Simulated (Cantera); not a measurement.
A closed system holds: 1 mol CaCO3, 0.04 mol H2, 0.78 mol O2, 1.6 mol CO2, at 1.50 bar.

Method: chemical equilibrium by Gibbs-energy minimisation in Cantera with the NASA 1993 tables (ideal gas, pure condensed phases). Candidate condensed phases: C, C6H6, C7H8, C8H18, Ca, CaCO3, CaO, Ca(OH)2, H2O; 115 gas species. Mutual solubility and eutectic melting of coexisting phases are not modelled. Kinetics and transport are ignored.

x: gas mole fraction; n: condensed amount in mol.

| T (K) | x CO2 | x O2 | x H2O | x OH | x CO | x O | x HO2 | n CaCO3(calcite) | n CaO(s) |
|---|---|---|---|---|---|---|---|---|---|
| 973 | 0.667 | 0.317 | 0.0167 | 2.73e-8 | 2.29e-11 | 3.11e-11 | … | 1.00 | 0 |
| 1023 | 0.667 | 0.317 | 0.0167 | 7.29e-8 | 1.26e-10 | 1.43e-10 | … | 1.00 | 0 |
| 1073 | 0.667 | 0.317 | 0.0167 | 1.78e-7 | 5.94e-10 | 5.72e-10 | … | 1.00 | 0 |
| 1123 | 0.667 | 0.317 | 0.0167 | 4.00e-7 | 2.43e-9 | 2.02e-9 | … | 1.00 | 0 |
| 1173 | 0.736 | 0.251 | 0.0132 | 7.06e-7 | 1.09e-8 | 5.71e-9 | … | 0.372 | 0.628 |
| 1223 | 0.765 | 0.224 | 0.0118 | 1.28e-6 | 3.92e-8 | 1.56e-8 | … | 0 | 1.00 |
| 1273 | 0.765 | 0.224 | 0.0118 | 2.40e-6 | 1.16e-7 | 4.15e-8 | … | 0 | 1.00 |
| 1323 | 0.765 | 0.224 | 0.0118 | 4.29e-6 | 3.18e-7 | 1.03e-7 | … | 0 | 1.00 |
| 1373 | 0.765 | 0.224 | 0.0118 | 7.36e-6 | 8.06e-7 | 2.38e-7 | … | 0 | 1.00 |
| 1423 | 0.765 | 0.224 | 0.0118 | 1.21e-5 | 1.91e-6 | 5.20e-7 | … | 0 | 1.00 |
| 1473 | 0.765 | 0.224 | 0.0118 | 1.94e-5 | 4.28e-6 | 1.08e-6 | … | 0 | 1.00 |

Task: What belongs in the gaps?

Result: 
- 973, x HO2: 3.68e-10
- 1023, x HO2: 8.23e-10
- 1073, x HO2: 1.71e-9
- 1123, x HO2: 3.31e-9
- 1173, x HO2: 4.55e-9
- 1223, x HO2: 6.88e-9
- 1273, x HO2: 1.15e-8
- 1323, x HO2: 1.85e-8
- 1373, x HO2: 2.88e-8
- 1423, x HO2: 4.34e-8
- 1473, x HO2: 6.36e-8
